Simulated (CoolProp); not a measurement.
Vapour-liquid equilibrium of R134a (1) + R152A (2) at 263.6 K; x and y are mole fractions of (1).

Model: multi-fluid Helmholtz-energy mixture model, Tillner-Roth 1994 and Outcalt 1996; pair parameters Lemmon 2004, in CoolProp.

### Question
Give the bubble pressure and the first vapour's composition at x = 0.25, 0.45, 0.65. Is there an azeotrope?

### Answer
x = 0.25: 1.847 bar, y = 0.256; x = 0.45: 1.871 bar, y = 0.470; x = 0.65: 1.917 bar, y = 0.679. y crosses x between x = 0.05 and 0.15: the model has an azeotrope there.

Pair parameters are fitted to limited data, so mixtures are less certain than the pure fluids.
